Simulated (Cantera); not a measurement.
A closed system holds: 1 mol NH₃, 0.38 mol SO₂, 6.5 mol O₂, at 270 Pa.

These are equilibrium values from Cantera (NASA tables, ideal gas, pure condensed phases), not measurements of a reactor. Candidate condensed phases: H₂O, H₂SO₄, S; 35 gas species. Rates play no part. All values below are at 1050 K.

Base state: O₂ 0.707, H₂O 0.185, N₂ 0.0615, SO₂ 0.0448, SO₃ 0.00202, NO 2.71e-5 (mole fractions); condensed: gas only.

What changes in the equilibrium state with this change: SO₂ from 0.38 to 0.63 mol?


```tsv
species	before	after
O₂	0.707	0.686
H₂O	0.185	0.179
SO₂	0.0448	0.0721
N₂	0.0615	0.0597
SO₃	0.00202	0.00320
NO	2.71e-5	2.63e-5
```
